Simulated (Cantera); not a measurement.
A Cantera script and what it prints.

```python
import numpy as np
import cantera as ct

gas_names = """
    CL CL2 H HCL H2 Si SiCL SiCL2 SiCL3 SiCL4 SiH SiHCL3 SiH2 SiH2CL2 SiH3 SiH3CL SiH4 Si2 Si3
""".split()
cond_names = """
    Si(cr) Si(L)
""".split()


# ... load() reads the species with a 1 bar reference pressure and builds the phases ...
atoms = {
    'Si2Cl6': {'Si': 2, 'CL': 6},
    'HCl': {'H': 1, 'CL': 1},
    'H2': {'H': 2},
}
top_T = {}  # K; cautious upper limits of use, not melting points


# ... equilibrate(T, P, feed) seeds the gas with the atoms and calls Mixture.equilibrate('TP', solver="vcs", rtol=1e-11, max_steps=5000) ...
results = []
feed = {'Si2Cl6': 1, 'HCl': 2.8, 'H2': 430}  # mol
P = 100000  # Pa
for T in [1023, 1098, 1173, 1248, 1323, 1398, 1473, 1548, 1623, 1698, 1773]:
    mix = equilibrate(T, P, feed)
    results.append((T, P, feed, dict(zip(mix.species_names, mix.species_moles))))

top = {s: max(r[3][s] / sum(r[3][g] for g in gas_names) for r in results) for s in gas_names}
cols = sorted((s for s in top if top[s] > 0.001), key=lambda s: -top[s])[:7]
seen = [c for c in cond_names if any(r[3].get(c, 0) > 1e-12 for r in results)]
print("log10 of partial pressures in bar; condensed amounts in mol")
print(f"{'T/K':>10s}" + "".join(f"{s[:9]:>10s}" for s in cols + seen))
for T, P, feed, n in results:
    ng = sum(n[g] for g in gas_names)
    print(f"{T:10.4g}" + "".join(f"{np.log10(max(n[s] / ng * P / 1e5, 1e-99)):10.3f}" for s in cols)
          + "".join(f"{n.get(c, 0):10.4g}" for c in seen))
```

Result:

```
log10 of partial pressures in bar; condensed amounts in mol
       T/K        H2       HCL    SiHCL3     SiCL4     SiCL2    Si(cr)     Si(L)
      1023    -0.004    -2.269    -2.607    -2.799    -4.353         0         0
      1098    -0.005    -2.078    -2.707    -2.942    -3.842     0.357         0
      1173    -0.006    -1.923    -2.890    -3.174    -3.483    0.7941         0
      1248    -0.007    -1.825    -3.166    -3.531    -3.244     1.158         0
      1323    -0.008    -1.777    -3.522    -3.997    -3.109     1.371         0
      1398    -0.008    -1.758    -3.912    -4.508    -3.038     1.461         0
      1473    -0.008    -1.751    -4.294    -5.010    -2.997     1.488         0
      1548    -0.008    -1.750    -4.651    -5.479    -2.969     1.489         0
      1623    -0.008    -1.750    -4.980    -5.911    -2.948     1.479         0
      1698    -0.008    -1.750    -5.286    -6.312    -2.936         0     1.471
      1773    -0.009    -1.745    -5.607    -6.714    -2.974         0     1.512
```

Cantera equilibrium calculation (NASA polynomials, part measured and part estimated; ideal gas, pure solids and liquids). The feed counts by its element totals alone. The tables' values for SiCl3 are old estimates; treat these amounts as uncertain. Gases not in the tables: Si2H6 and higher silanes.
